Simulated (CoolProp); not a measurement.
Vapour-liquid equilibrium of R125 (1) + R134a (2) at 594 kPa; x and y are mole fractions of (1).

Values from CoolProp's multi-fluid Helmholtz-energy mixture model, Lemmon 2005 and Tillner-Roth 1994; pair parameters Lemmon 2004.

| x | bubble temperature, mixture model (K) | bubble temperature, Raoult's law (K) | y, mixture model | y, Raoult's law |
|---|---|---|---|---|
| 0.05 | 292.6 | 292.6 | 0.093 | 0.100 |
| 0.15 | 289.2 | 289.3 | 0.257 | 0.274 |
| 0.25 | 286.2 | 286.3 | 0.395 | 0.419 |
| 0.35 | 283.4 | 283.5 | 0.514 | 0.541 |
| 0.45 | 280.8 | 280.9 | 0.616 | 0.644 |
| 0.55 | 278.4 | 278.5 | 0.705 | 0.732 |
| 0.65 | 276.2 | 276.2 | 0.784 | 0.807 |
| 0.75 | 274.1 | 274.1 | 0.854 | 0.872 |
| 0.85 | 272.1 | 272.1 | 0.916 | 0.929 |
| 0.95 | 270.3 | 270.3 | 0.973 | 0.978 |

The largest gap from Raoult's law is -0.1 K in bubble temperature, at x = 0.25. No azeotrope shows between x = 0.05 and 0.95.

The pair parameters rest on a limited set of measurements; away from them the model extrapolates.
